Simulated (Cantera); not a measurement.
Stirred combustor or abatement burner

A perfectly stirred reactor is fed with CH4 : O2 : N2 : CO2 = 1 : 3.12 : 11.8 : 0.14 (molar parts), equivalence ratio 0.64, at 10.0 bar; it is adiabatic with a 350 K inlet, and is followed from long to short residence time, starting on the burning branch (τ in s: 0.36, 0.13, 0.044, 0.015, 0.0052, 0.0018, 0.00063, 0.00022, 7.6e-05, 2.6e-05, 9.2e-06).

Cantera simulation using GRI-Mech 3.0 (53 species, 325 reactions); the numbers are that mechanism's predictions, not measurements.

```tsv
τ (s)	T (K)	x CH4	x O2	x HO2	x CO2	x NO	x C2H2
0.36	1759	1.86e-6	0.0697	9.52e-7	0.0709	2.06e-5	3.00e-10
0.13	1759	4.64e-6	0.0697	1.18e-6	0.0709	9.89e-6	1.69e-9
0.044	1758	1.13e-5	0.0697	1.78e-6	0.0708	5.78e-6	8.13e-9
0.015	1755	2.55e-5	0.0699	3.22e-6	0.0706	4.38e-6	2.96e-8
0.0052	1751	5.58e-5	0.0701	6.49e-6	0.0701	3.88e-6	8.86e-8
0.0018	1740	0.000126	0.0707	1.40e-5	0.0690	3.42e-6	2.44e-7
0.00063	1715	0.000322	0.0725	3.31e-5	0.0660	2.39e-6	7.30e-7
0.00022	350	0.0623	0.194	<1e-12	0.00872	<1e-12	<1e-12
7.6e-5	350	0.0623	0.194	<1e-12	0.00872	<1e-12	<1e-12
2.6e-5	350	0.0623	0.194	<1e-12	0.00872	<1e-12	<1e-12
9.2e-6	350	0.0623	0.194	<1e-12	0.00872	<1e-12	<1e-12
```
x: mole fraction; the columns are a selection and need not sum to one.
